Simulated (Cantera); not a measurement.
Cantera run:

```python
import numpy as np
import cantera as ct

gas_names = """
    CL CLO CL2 H HCL HOCL HO2 H2 H2O H2O2 Mg MgCL MgCL2 MgH MgO MgOH MgO2H2 Mg2 O OH O2 O3
""".split()
cond_names = """
    H2O(s) H2O(L) Mg(cr) Mg(L) MgCL2(s) MgCL2(L) MgO(s) MgO(L) MgO2H2(s)
""".split()


def load(file, names, dense=False):
    # The tables refer to 1 bar. Condensed volumes are neglected.
    table = {s.name: s for s in ct.Species.list_from_file(file)}
    out = []
    for n in names:
        d = dict(table[n].input_data)
        d["thermo"] = dict(d["thermo"], **{"reference-pressure": 1e5})
        if dense:
            d["equation-of-state"] = {"model": "constant-volume", "density": "1e6 g/cm^3"}
        out.append(ct.Species.from_dict(d))
    return out


gas = ct.Solution(thermo="ideal-gas", species=load("nasa_gas.yaml", gas_names))
cond = {s.name: ct.Solution(thermo="fixed-stoichiometry", species=[s], name=s.name)
        for s in load("nasa_condensed.yaml", cond_names, dense=True)}
atoms = {
    'MgO': {'Mg': 1, 'O': 1},
    'Cl2': {'CL': 2},
    'H2': {'H': 2},
}
top_T = {}  # K; cautious upper limits of use, not melting points


def equilibrate(T, P, feed):
    n = {}
    for name, mol in feed.items():
        for a, k in atoms[name].items():
            n[a] = n.get(a, 0.0) + k * mol
    gas.TPX = T, P, n
    mass = sum(n.values()) * gas.mean_molecular_weight
    gas.equilibrate("TP")
    valid = [c for c in cond.values() if c.min_temp <= T <= top_T.get(c.name, c.max_temp)]
    mix = ct.Mixture([(gas, mass / gas.mean_molecular_weight)] + [(c, 0.0) for c in valid])
    mix.T, mix.P = T, P
    mix.equilibrate("TP", solver="vcs", rtol=1e-11, max_steps=5000)
    return mix


results = []
P = 8300  # Pa
for T in [1423, 1448, 1473, 1498, 1523, 1548, 1573, 1598, 1623]:
    for m in [0.16, 0.28, 0.4, 0.52, 0.64, 0.76, 0.88, 1, 1.1, 1.2, 1.4, 1.5, 1.6]:
        feed = {'MgO': 1, 'Cl2': m, 'H2': 0.045}  # mol
        mix = equilibrate(T, P, feed)
        results.append((T, P, feed, dict(zip(mix.species_names, mix.species_moles))))

for T, P, feed, n in results:
    print(f"{T:7g} {feed['Cl2']:10.4g}  " + (" + ".join(c for c in cond_names if n.get(c, 0) > 1e-12) or "gas only"))
```

Output:

```
   1423       0.16  MgO(s)
   1423       0.28  MgO(s)
   1423        0.4  MgO(s)
   1423       0.52  MgO(s)
   1423       0.64  MgO(s)
   1423       0.76  MgO(s)
   1423       0.88  MgO(s)
   1423          1  MgO(s)
   1423        1.1  MgO(s)
   1423        1.2  MgO(s)
   1423        1.4  MgO(s)
   1423        1.5  MgO(s)
   1423        1.6  MgO(s)
   1448       0.16  MgO(s)
   1448       0.28  MgO(s)
   1448        0.4  MgO(s)
   1448       0.52  MgO(s)
   1448       0.64  MgO(s)
   1448       0.76  MgO(s)
   1448       0.88  MgO(s)
   1448          1  MgO(s)
   1448        1.1  MgO(s)
   1448        1.2  MgO(s)
   1448        1.4  MgO(s)
   1448        1.5  MgO(s)
   1448        1.6  MgO(s)
   1473       0.16  MgO(s)
   1473       0.28  MgO(s)
   1473        0.4  MgO(s)
   1473       0.52  MgO(s)
   1473       0.64  MgO(s)
   1473       0.76  MgO(s)
   1473       0.88  MgO(s)
   1473          1  MgO(s)
   1473        1.1  MgO(s)
   1473        1.2  MgO(s)
   1473        1.4  MgO(s)
   1473        1.5  MgO(s)
   1473        1.6  MgO(s)
   1498       0.16  MgO(s)
   1498       0.28  MgO(s)
   1498        0.4  MgO(s)
   1498       0.52  MgO(s)
   1498       0.64  MgO(s)
   1498       0.76  MgO(s)
   1498       0.88  MgO(s)
   1498          1  MgO(s)
   1498        1.1  MgO(s)
   1498        1.2  MgO(s)
   1498        1.4  MgO(s)
   1498        1.5  MgO(s)
   1498        1.6  MgO(s)
   1523       0.16  MgO(s)
   1523       0.28  MgO(s)
   1523        0.4  MgO(s)
   1523       0.52  MgO(s)
   1523       0.64  MgO(s)
   1523       0.76  MgO(s)
   1523       0.88  MgO(s)
   1523          1  MgO(s)
   1523        1.1  MgO(s)
   1523        1.2  MgO(s)
   1523        1.4  MgO(s)
   1523        1.5  MgO(s)
   1523        1.6  MgO(s)
   1548       0.16  MgO(s)
   1548       0.28  MgO(s)
   1548        0.4  MgO(s)
   1548       0.52  MgO(s)
   1548       0.64  MgO(s)
   1548       0.76  MgO(s)
   1548       0.88  MgO(s)
   1548          1  MgO(s)
   1548        1.1  MgO(s)
   1548        1.2  MgO(s)
   1548        1.4  MgO(s)
   1548        1.5  MgO(s)
   1548        1.6  MgO(s)
   1573       0.16  MgO(s)
   1573       0.28  MgO(s)
   1573        0.4  MgO(s)
   1573       0.52  MgO(s)
   1573       0.64  MgO(s)
   1573       0.76  MgO(s)
   1573       0.88  MgO(s)
   1573          1  MgO(s)
   1573        1.1  MgO(s)
   1573        1.2  MgO(s)
   1573        1.4  MgO(s)
   1573        1.5  MgO(s)
   1573        1.6  gas only
   1598       0.16  MgO(s)
   1598       0.28  MgO(s)
   1598        0.4  MgO(s)
   1598       0.52  MgO(s)
   1598       0.64  MgO(s)
   1598       0.76  MgO(s)
   1598       0.88  MgO(s)
   1598          1  MgO(s)
   1598        1.1  MgO(s)
   1598        1.2  MgO(s)
   1598        1.4  MgO(s)
   1598        1.5  gas only
   1598        1.6  gas only
   1623       0.16  MgO(s)
   1623       0.28  MgO(s)
   1623        0.4  MgO(s)
   1623       0.52  MgO(s)
   1623       0.64  MgO(s)
   1623       0.76  MgO(s)
   1623       0.88  MgO(s)
   1623          1  MgO(s)
   1623        1.1  MgO(s)
   1623        1.2  MgO(s)
   1623        1.4  MgO(s)
   1623        1.5  gas only
   1623        1.6  gas only
```

Equilibrium computed with Cantera from the NASA thermochemical tables; the gas is ideal and each condensed phase is pure.
